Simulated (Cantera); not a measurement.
Input (Python, Cantera) and output of one run.

```python
import numpy as np
import cantera as ct

gas_names = """
    H H2 N NH NH2 NH3 N2 N2H2 N2H4 Zr ZrN
""".split()
cond_names = """
    Zr(a) Zr(b) Zr(L) ZrN(s) ZrN(L)
""".split()


def load(file, names, dense=False):
    # The tables refer to 1 bar. Condensed volumes are neglected.
    table = {s.name: s for s in ct.Species.list_from_file(file)}
    out = []
    for n in names:
        d = dict(table[n].input_data)
        d["thermo"] = dict(d["thermo"], **{"reference-pressure": 1e5})
        if dense:
            d["equation-of-state"] = {"model": "constant-volume", "density": "1e6 g/cm^3"}
        out.append(ct.Species.from_dict(d))
    return out


gas = ct.Solution(thermo="ideal-gas", species=load("nasa_gas.yaml", gas_names))
cond = {s.name: ct.Solution(thermo="fixed-stoichiometry", species=[s], name=s.name)
        for s in load("nasa_condensed.yaml", cond_names, dense=True)}
atoms = {
    'Zr': {'Zr': 1},
    'N2': {'N': 2},
    'H2': {'H': 2},
}
top_T = {}  # K; cautious upper limits of use, not melting points


def equilibrate(T, P, feed):
    n = {}
    for name, mol in feed.items():
        for a, k in atoms[name].items():
            n[a] = n.get(a, 0.0) + k * mol
    gas.TPX = T, P, n
    mass = sum(n.values()) * gas.mean_molecular_weight
    gas.equilibrate("TP")
    valid = [c for c in cond.values() if c.min_temp <= T <= top_T.get(c.name, c.max_temp)]
    mix = ct.Mixture([(gas, mass / gas.mean_molecular_weight)] + [(c, 0.0) for c in valid])
    mix.T, mix.P = T, P
    mix.equilibrate("TP", solver="vcs", rtol=1e-11, max_steps=5000)
    return mix


results = []
feed = {'Zr': 1, 'N2': 3.9, 'H2': 480}  # mol
P = 3100  # Pa
for T in [2323, 2373, 2423, 2473, 2523, 2573, 2623, 2673, 2723, 2773, 2823]:
    mix = equilibrate(T, P, feed)
    results.append((T, P, feed, dict(zip(mix.species_names, mix.species_moles))))

top = {s: max(r[3][s] / sum(r[3][g] for g in gas_names) for r in results) for s in gas_names}
cols = sorted((s for s in top if top[s] > 1e-05), key=lambda s: -top[s])[:7]
seen = [c for c in cond_names if any(r[3].get(c, 0) > 1e-12 for r in results)]
print("log10 of partial pressures in bar; condensed amounts in mol")
print(f"{'T/K':>10s}" + "".join(f"{s[:9]:>10s}" for s in cols + seen))
for T, P, feed, n in results:
    ng = sum(n[g] for g in gas_names)
    print(f"{T:10.4g}" + "".join(f"{np.log10(max(n[s] / ng * P / 1e5, 1e-99)):10.3f}" for s in cols)
          + "".join(f"{n.get(c, 0):10.4g}" for c in seen))
```

Output:

```
log10 of partial pressures in bar; condensed amounts in mol
       T/K        H2         H        N2        Zr    ZrN(s)
      2323    -1.539    -2.732    -3.675    -8.053    0.9999
      2373    -1.546    -2.628    -3.678    -7.599    0.9996
      2423    -1.555    -2.529    -3.683    -7.164    0.9989
      2473    -1.567    -2.435    -3.688    -6.746     0.997
      2523    -1.580    -2.346    -3.694    -6.345    0.9924
      2573    -1.596    -2.262    -3.700    -5.959    0.9812
      2623    -1.615    -2.183    -3.707    -5.588    0.9549
      2673    -1.638    -2.109    -3.713    -5.231    0.8953
      2723    -1.664    -2.040    -3.716    -4.889    0.7639
      2773    -1.694    -1.976    -3.712    -4.564    0.4856
      2823    -1.729    -1.917    -3.698    -4.289         0
```

These are equilibrium values from Cantera (NASA tables, ideal gas, pure condensed phases), not measurements of a reactor. ZrN: taken at fixed stoichiometry.
